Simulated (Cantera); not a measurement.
Input: 1 mol SiHCl3, 0.017 mol C3H8, 22 mol H2, held at 852 °C and 6.70 mbar.

These are equilibrium values from Cantera (NASA tables, ideal gas, pure condensed phases), not measurements of a reactor. Candidate condensed phases: C, C6H6, C7H8, C8H18, Si, SiC; 109 gas species. Mutual solubility and eutectic melting of coexisting phases are not modelled. The tables' values for SiCl3 are old estimates; treat these amounts as uncertain. The numbers say what is thermodynamically allowed, not how fast it happens.

Base state: H2 0.920, HCl 0.0576, SiCl4 0.00950, SiCl2 0.00765, SiHCl3 0.00264, SiCl3 0.00243, SiH2Cl2 8.97e-5 (mole fractions); condensed: Si(s) + SiC(s).

**Question.** What changes in the equilibrium state with this change: temperature from 852 °C to 1600 °C?

**Answer.** 
```json
[
 {"species": "H2", "before": "0.920", "after": "0.888"},
 {"species": "HCl", "before": "0.0576", "after": "0.0812"},
 {"species": "SiCl2", "before": "0.00765", "after": "0.0208"},
 {"species": "Si", "before": "<1e-9", "after": "0.00132"},
 {"species": "SiCl", "before": "2.64e-9", "after": "0.000530"},
 {"species": "SiH", "before": "<1e-9", "after": "9.48e-5"},
 {"species": "SiCl4", "before": "0.00950", "after": "2.01e-7"},
 {"species": "Si2C", "before": "<1e-9", "after": "2.03e-5"},
 {"species": "Si(s), mol", "before": "0.419", "after": "0"},
 {"species": "SiC(s), mol", "before": "0.0510", "after": "0.0505"},
 {"species": "Si(l), mol", "before": "0", "after": "0.395"}
]
```
The tables' values for SiCl, SiCl3 are old estimates; treat these amounts as uncertain. Gases not in the tables: Si2H6 and higher silanes.
